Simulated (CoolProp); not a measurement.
Saturated liquid density (kg/m³) of R1336mzz(Z): the reference equation beside estimates from Tc = 171.3 °C, pc = 29.04 bar, ω = 0.386. Rackett uses Z = 0.29056 − 0.08775 ω.

Model: reference Helmholtz-energy equation of state, McLinden 2020, in CoolProp.

```json
[
 {"T (°C)": "-70.95", "reference": "1593", "Rackett": "1576", "Redlich-Kwong": "1288", "Soave-Redlich-Kwong": "1327"},
 {"T (°C)": "-59.55", "reference": "1568", "Rackett": "1551", "Redlich-Kwong": "1270", "Soave-Redlich-Kwong": "1312"},
 {"T (°C)": "-48.25", "reference": "1542", "Rackett": "1526", "Redlich-Kwong": "1250", "Soave-Redlich-Kwong": "1296"},
 {"T (°C)": "-36.95", "reference": "1516", "Rackett": "1501", "Redlich-Kwong": "1230", "Soave-Redlich-Kwong": "1279"},
 {"T (°C)": "-25.65", "reference": "1489", "Rackett": "1475", "Redlich-Kwong": "1208", "Soave-Redlich-Kwong": "1261"},
 {"T (°C)": "-14.35", "reference": "1463", "Rackett": "1449", "Redlich-Kwong": "1186", "Soave-Redlich-Kwong": "1241"},
 {"T (°C)": "-2.95", "reference": "1435", "Rackett": "1422", "Redlich-Kwong": "1162", "Soave-Redlich-Kwong": "1221"},
 {"T (°C)": "8.35", "reference": "1407", "Rackett": "1394", "Redlich-Kwong": "1138", "Soave-Redlich-Kwong": "1199"},
 {"T (°C)": "19.65", "reference": "1379", "Rackett": "1365", "Redlich-Kwong": "1112", "Soave-Redlich-Kwong": "1175"},
 {"T (°C)": "30.95", "reference": "1349", "Rackett": "1336", "Redlich-Kwong": "1084", "Soave-Redlich-Kwong": "1150"},
 {"T (°C)": "42.25", "reference": "1319", "Rackett": "1305", "Redlich-Kwong": "1056", "Soave-Redlich-Kwong": "1123"},
 {"T (°C)": "53.55", "reference": "1287", "Rackett": "1273", "Redlich-Kwong": "1025", "Soave-Redlich-Kwong": "1095"}
]
```

Absolute difference from the reference over all 12 rows, mean and median: Rackett 1.0 and 1.0 %, Redlich-Kwong 19.3 and 19.1 %, Soave-Redlich-Kwong 15.3 and 15.0 %.
